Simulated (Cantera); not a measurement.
Input: 1 mol B₂H₆, 9.5 mol O₂, 110 mol N₂, 75 mol H₂, equilibrated at 502 °C and 1.33 mbar.

Cantera equilibrium calculation (NASA polynomials, part measured and part estimated; ideal gas, pure solids and liquids). Candidate condensed phases: B, BN, B₂O₃, B₃O₃H₃, H₂O; 39 gas species. The feed counts by its element totals alone. Gases not in the tables: H₃BO₃. Equilibrium is a limit: real reactors are often held back by kinetics, nucleation or transport.

Base state: N₂ 0.585, H₂ 0.330, H₂O 0.0850, (HBO₂)₃ 0.000101 (mole fractions); condensed: B₂O₃(l).

Task: What changes in the equilibrium state with this change: temperature from 502 °C to 2025 °C?

Result: 
```
species        before    after
------------  -------  -------
N₂              0.585    0.540
H₂              0.330    0.245
H               <1e-9    0.130
H₂O            0.0850   0.0673
HBO₂          4.39e-7  0.00664
OH              <1e-9  0.00574
O               <1e-9  0.00208
BO              <1e-9  0.00196
B₂O₃(l), mol    0.972        0
```
